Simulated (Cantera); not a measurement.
**Equilibrium for silicon nitride deposition: SiH₄ + N₂**

Charge: 1 mol SiH₄, 0.51 mol N₂, at 0.133 bar.

These are equilibrium values from Cantera (NASA tables, ideal gas, pure condensed phases), not measurements of a reactor. Candidate condensed phases: Si, Si₃N₄; 18 gas species. N₂ is the only nitrogen source here; it is nearly inert below about 1500 K, so the nitride shown seldom forms there in practice. Mutual solubility and eutectic melting of coexisting phases are not modelled. The tables' values for SiN are old estimates; treat these amounts as uncertain. Gases not in the tables: Si₂H₆ and higher silanes. Rates play no part.

| T (K) | log p H₂ | log p N₂ | log p H | log p Si | n Si(s) | n Si₃N₄(s) | n Si(l) |
|---|---|---|---|---|---|---|---|
| 1300 | -0.88 | -6.30 | -6.39 | -10.36 | 0.235 | 0.255 | 0 |
| 1375 | -0.88 | -5.49 | -5.90 | -9.39 | 0.235 | 0.255 | 0 |
| 1450 | -0.88 | -4.77 | -5.46 | -8.51 | 0.235 | 0.255 | 0 |
| 1525 | -0.88 | -4.11 | -5.06 | -7.72 | 0.237 | 0.254 | 0 |
| 1600 | -0.88 | -3.52 | -4.70 | -7.01 | 0.242 | 0.253 | 0 |
| 1675 | -0.88 | -2.99 | -4.37 | -6.36 | 0.258 | 0.247 | 0 |
| 1750 | -0.89 | -2.42 | -4.08 | -5.82 | 0 | 0.226 | 0.323 |
| 1825 | -0.92 | -1.88 | -3.82 | -5.34 | 0 | 0.145 | 0.564 |
| 1900 | -0.97 | -1.57 | -3.59 | -4.90 | 0 | 0 | 1.000 |
| 1975 | -0.98 | -1.57 | -3.35 | -4.49 | 0 | 0 | 0.999 |
| 2050 | -0.98 | -1.57 | -3.13 | -4.11 | 0 | 0 | 0.998 |
log p: log10 of the partial pressure in bar; n: condensed amount in mol.

From 1300 K to 1675 K the condensed part is Si(s) + Si₃N₄(s). From 1750 K to 1825 K the condensed part is Si(l) + Si₃N₄(s). From 1900 K to 2050 K the condensed part is Si(l). The main Si-bearing gas is SiH₄ at 1300 K and Si at 2050 K.
